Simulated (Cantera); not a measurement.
A perfectly stirred reactor is fed with CH4 : H2 = 1 : 1.7 (molar parts), at 0.00160 bar; it is held at 1848 K, and followed from long to short residence time.

Computed with Cantera and GRI-Mech 3.0 (53 species, 325 reactions). GRI-Mech 3.0 stops at C3 and has no aromatics, soot or wall deposition, so with more carbon than oxygen in the feed, carbon stays in small species such as C2H2 where larger ones or solid carbon would form. Radical loss at walls, strong at low pressure, is not modelled.

Problem. Predict: x(CH4) at τ = 0.550 s; x(H2) at τ = 0.550 s; x(H) at τ = 0.550 s; x(C2H4) at τ = 0.550 s; x(C2H) at τ = 0.550 s; x(CH4) at τ = 18.0 ms; x(H2) at τ = 18.0 ms; x(H) at τ = 18.0 ms; x(C2H4) at τ = 18.0 ms; x(C2H) at τ = 18.0 ms.

Solution. 
```
Property                   Value
----------------------  --------
x(CH4) at τ = 0.550 s      0.106
x(H2) at τ = 0.550 s       0.792
x(H) at τ = 0.550 s      0.00208
x(C2H4) at τ = 0.550 s   0.00161
x(C2H) at τ = 0.550 s    2.59e-6
x(CH4) at τ = 18.0 ms      0.361
x(H2) at τ = 18.0 ms       0.633
x(H) at τ = 18.0 ms     0.000359
x(C2H4) at τ = 18.0 ms   0.00121
x(C2H) at τ = 18.0 ms    4.65e-9
```
